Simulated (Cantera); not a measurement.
A diamond (100) surface in a fixed gas of H2 with x(CH4) = 0.015, x(CH3) = 1.2e-05, at 1375 K, 82.5 Torr; coverages are run to steady state.

Computed with Cantera and the Harris–Goodwin 1993 mechanism for the reconstructed diamond (100) surface.

One state of this run: growth (µm/h) = 0.126; θ c6HH = 0.410; θ c6H* = 0.0531; θ c6*H = 0.504; θ c6** = 0.0321. θ: site fractions in the mechanism's names (c6HH fully hydrogenated, c6H* and c6*H radical sites, c6** diradical, c6HM methylated).

Problem. Which value of x(H) does it belong to?
(A) 0.0023
(B) 0.011
(C) 0.001
(D) 0.0049

Solution. C, 0.001
